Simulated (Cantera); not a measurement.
A closed system holds: 1 mol SiCl4, 0.42 mol HCl, 49 mol H2, 0.7 mol Cl2, held at 1173 K.

Equilibrium computed with Cantera from the NASA thermochemical tables; the gas is ideal and each condensed phase is pure. Candidate condensed phases: Si; 19 gas species. Kinetics and transport are ignored.

Q: What share of the Si ends up in condensed phases as a function of P (Pa), at 100, 260, 670, 1700, 4500, 12000, 30000, 77000, 200000?

A: 
```
P (Pa)  Si condensed (%)     as
------  ----------------  -----
100                 13.1  Si(s)
260                 10.4  Si(s)
670                  6.4  Si(s)
1700                 0.7  Si(s)
4500                 0.0      -
12000                0.0      -
30000                0.0      -
77000                0.0      -
200000               0.0      -
```
